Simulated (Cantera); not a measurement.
An adiabatic, constant-volume homogeneous reactor starts with CH₄ : CO : O₂ : N₂ = 1 : 0.11 : 3.74 : 14 (molar parts), at 1700 K and 10.0 bar. Integrator tolerance rtol = 1e-08.

Computed with Cantera and GRI-Mech 3.0 (53 species, 325 reactions).

Q: What does this change do: pressure from 10.0 bar to 5.60 bar?

A: 
| quantity | before | after |
|---|---|---|
| time of steepest temperature rise | 28.1 µs | 44.7 µs |
| temperature at 6.00 s | 2847 K | 2819 K |
| equilibrium temperature | 2847 K | 2819 K |
| x(CH₄) at 6.00 s | <1e-12 (gas-phase equilibrium <1e-12) | <1e-12 (gas-phase equilibrium <1e-12) |
| x(CO) at 6.00 s | 0.00817 (gas-phase equilibrium 0.00817) | 0.00946 (gas-phase equilibrium 0.00946) |
| x(O₂) at 6.00 s | 0.0768 (gas-phase equilibrium 0.0768) | 0.0773 (gas-phase equilibrium 0.0773) |
| x(HO₂) at 6.00 s | 2.94e-5 (gas-phase equilibrium 2.94e-5) | 2.39e-5 (gas-phase equilibrium 2.39e-5) |
| x(H₂O₂) at 6.00 s | 1.48e-6 (gas-phase equilibrium 1.48e-6) | 1.04e-6 (gas-phase equilibrium 1.04e-6) |
| x(C₂H₆) at 6.00 s | <1e-12 (gas-phase equilibrium <1e-12) | <1e-12 (gas-phase equilibrium <1e-12) |

Q: What does this change do: initial temperature 1700 to 1723 K?

A: 
```json
[
 {"quantity": "time of steepest temperature rise", "before": "28.1 µs", "after": "23.8 µs"},
 {"quantity": "temperature at 6.00 s", "before": "2847 K", "after": "2859 K"},
 {"quantity": "equilibrium temperature", "before": "2847 K", "after": "2859 K"},
 {"quantity": "x(CH₄) at 6.00 s", "before": "<1e-12 (gas-phase equilibrium <1e-12)", "after": "<1e-12 (gas-phase equilibrium <1e-12)"},
 {"quantity": "x(CO) at 6.00 s", "before": "0.00817 (gas-phase equilibrium 0.00817)", "after": "0.00856 (gas-phase equilibrium 0.00856)"},
 {"quantity": "x(O₂) at 6.00 s", "before": "0.0768 (gas-phase equilibrium 0.0768)", "after": "0.0767 (gas-phase equilibrium 0.0767)"},
 {"quantity": "x(HO₂) at 6.00 s", "before": "2.94e-5 (gas-phase equilibrium 2.94e-5)", "after": "3.00e-5 (gas-phase equilibrium 3.00e-5)"},
 {"quantity": "x(H₂O₂) at 6.00 s", "before": "1.48e-6 (gas-phase equilibrium 1.48e-6)", "after": "1.49e-6 (gas-phase equilibrium 1.49e-6)"},
 {"quantity": "x(C₂H₆) at 6.00 s", "before": "<1e-12 (gas-phase equilibrium <1e-12)", "after": "<1e-12 (gas-phase equilibrium <1e-12)"}
]
```
